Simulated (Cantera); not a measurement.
# Hydrocarbon pyrolysis for carbon deposition

A perfectly stirred reactor is fed with C2H4 : H2 = 1 : 6 (molar parts), at 10.00 Torr; it is held at 1623 K, and followed from long to short residence time.

Detailed kinetics in Cantera: GRI-Mech 3.0 (53 species, 325 reactions). GRI-Mech 3.0 was tuned for natural gas; its chemistry of ethylene as a main component is partial and can be far from experiment. GRI-Mech 3.0 stops at C3 and has no aromatics, soot or wall deposition, so with more carbon than oxygen in the feed, carbon stays in small species such as C2H2 where larger ones or solid carbon would form. Radical loss at walls, strong at low pressure, is not modelled.

```csv
τ (s),x C2H4,x H2,x C2H6,x C2H2,x CH3
8.5,0.000364,0.874,6.48e-9,0.125,1.76e-6
2.7,0.00132,0.875,1.84e-8,0.124,5.30e-7
0.86,0.00643,0.874,5.57e-8,0.119,1.61e-7
0.27,0.0255,0.872,1.30e-7,0.103,5.86e-8
0.087,0.0648,0.867,2.16e-7,0.0683,2.99e-8
0.028,0.107,0.862,2.33e-7,0.0315,1.87e-8
0.0088,0.131,0.859,1.36e-7,0.0104,8.99e-9
0.0028,0.139,0.858,4.59e-8,0.00316,2.88e-9
```
x: mole fraction; the columns are a selection and need not sum to one.
